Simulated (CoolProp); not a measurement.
Model: reference Helmholtz-energy equation of state, Thol 2017, in CoolProp.

Problem. Give the vapour pressure (kPa), liquid density (kg/m³), vapour density (kg/m³), liquid cp (kJ/(kg K)) of saturated octamethyltrisiloxane (MDM) at 459.6 K.

Solution. 
```csv
T (K),p (kPa),liquid density (kg/m³),vapour density (kg/m³),liquid cp (kJ/(kg K))
459.6,227,630,16.2,2.21
```
